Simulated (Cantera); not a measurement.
## Counterflow diffusion flame

A counterflow diffusion flame at 0.460 bar, nozzles 20 mm apart: fuel side 33.8 % CH₄, 43.9 % C₂H₆, 22.3 % N₂ at 575 K, oxidiser side 19.0 % O₂, 81.0 % N₂ at 575 K, fuel mass flux 1 times the oxidiser's; mixture-averaged transport, no radiation.

Computed with Cantera and GRI-Mech 3.0 (53 species, 325 reactions). GRI-Mech 3.0 has no aromatics or soot, which form on the fuel side of real flames. The maximum strain rate includes the flame's own expansion and is several times the mean. A flux with no burning solution from the previous one only brackets extinction.

```csv
oxidiser flux (kg/m²/s),max strain (1/s),mean strain (1/s),T max (K),peak x OH,peak x H,peak x NO,peak x CO,peak x C₂H₂
0.12,217,46.7,1952,0.00689,0.00628,0.000180,0.0547,0.0258
0.18,312,70.1,1927,0.00663,0.00654,0.000153,0.0546,0.0238
0.28,465,109,1903,0.00634,0.00676,0.000123,0.0552,0.0216
0.43,685,168,1872,0.00587,0.00676,8.92e-5,0.0561,0.0188
0.66,1010,257,1832,0.00521,0.00643,5.54e-5,0.0580,0.0151
1,1450,390,1764,0.00407,0.00534,2.27e-5,0.0604,0.00991
```
x: mole fraction; the columns are a selection and need not sum to one.

At the next flux tried, 1.6 kg/m²/s, no burning solution was found from the previous one.
